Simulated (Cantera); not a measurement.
Charge: 1 mol Cu2O, 2.1 mol CO, 2 mol C, held at 39.0 Torr.

Cantera equilibrium calculation (NASA polynomials, part measured and part estimated; ideal gas, pure solids and liquids). Candidate condensed phases: C, Cu, CuO, Cu2O; 15 gas species. The numbers say what is thermodynamically allowed, not how fast it happens.

Q: Which condensed phases are stable at each of these points (T (K)): 1198, 1348, 1498, 1648, 1798, 1948, 2098?

A: 
```
T (K)     condensed phases  Cu condensed (%)
-----  -------------------  ----------------
1198   C(graphite) + Cu(s)             100.0
1348   C(graphite) + Cu(s)             100.0
1498   C(graphite) + Cu(l)             100.0
1648   C(graphite) + Cu(l)              99.8
1798   C(graphite) + Cu(l)              98.4
1948   C(graphite) + Cu(l)              91.7
2098   C(graphite) + Cu(l)              61.5
```

From 1198 K to 1348 K the condensed part is C(graphite) + Cu(s). From 1498 K to 2098 K the condensed part is C(graphite) + Cu(l).
